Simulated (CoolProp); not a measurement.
Aqueous magnesium chloride as a coolant, 29 % by mass, freezing at -86.3 °C, 1 atm.

Computed with CoolProp (Melinder's fits for secondary coolants).

| T (°C) | conductivity (W/(m K)) | viscosity (mPa s) | density (kg/m³) | cp (kJ/(kg K)) |
|---|---|---|---|---|
| -38.4 | 0.313 | 349000 | 1345 | 2.716 |
| -32.2 | 0.337 | 169000 | 1342 | 2.706 |
| -25.9 | 0.359 | 81100 | 1337 | 2.699 |
| -19.7 | 0.381 | 39700 | 1331 | 2.693 |
| -13.5 | 0.401 | 19900 | 1324 | 2.688 |
| -7.2 | 0.421 | 10100 | 1317 | 2.682 |
| -1 | 0.439 | 5470 | 1310 | 2.675 |
| 5.2 | 0.457 | 3100 | 1302 | 2.666 |
| 11.5 | 0.475 | 1860 | 1294 | 2.653 |
| 17.7 | 0.491 | 1220 | 1287 | 2.636 |
| 23.9 | 0.508 | 864 | 1281 | 2.613 |
| 30.2 | 0.524 | 672 | 1276 | 2.584 |
| 36.4 | 0.539 | 585 | 1272 | 2.548 |
